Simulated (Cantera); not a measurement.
**Catalytic combustion on Pt**

An isothermal plug-flow reactor at 525 K and 0.350 bar (inlet), inlet velocity 3.6 m/s, active area per volume 7800 1/m; feed H2 : O2 : N2 = 0.0024 : 0.016 : 0.79 (molar parts), equivalence ratio 0.075.

Cantera simulation using Deutschmann's 1995 Pt surface mechanism with GRI-Mech 3.0 gas chemistry; the numbers are that mechanism's predictions, not measurements. Catalytic surfaces can have several steady states; this one follows from the mechanism file's or the stated starting coverage. Mass transfer to the wall is taken as infinitely fast.

| z (m) | x H2 | x O2 | x H2O | θ free Pt | θ O* | θ OH* |
|---|---|---|---|---|---|---|
| 0.00047 | 0.000384 | 0.0185 | 0.00259 | 0.0313 | 0.964 | 0.00504 |
| 0.00083 | 0.000229 | 0.0184 | 0.00274 | 0.0188 | 0.977 | 0.00400 |
| 0.0015 | 0.000130 | 0.0184 | 0.00284 | 0.0107 | 0.986 | 0.00307 |
| 0.0026 | 7.63e-5 | 0.0184 | 0.00290 | 0.00630 | 0.991 | 0.00237 |
| 0.0047 | 4.25e-5 | 0.0184 | 0.00293 | 0.00353 | 0.995 | 0.00179 |
| 0.0083 | 2.40e-5 | 0.0183 | 0.00295 | 0.00203 | 0.997 | 0.00136 |
| 0.015 | 1.31e-5 | 0.0183 | 0.00296 | 0.00117 | 0.998 | 0.00103 |
| 0.026 | 7.14e-6 | 0.0183 | 0.00297 | 0.000741 | 0.998 | 0.000823 |
| 0.047 | 3.37e-6 | 0.0183 | 0.00297 | 0.000503 | 0.999 | 0.000679 |
x: gas mole fraction; θ: surface coverage.
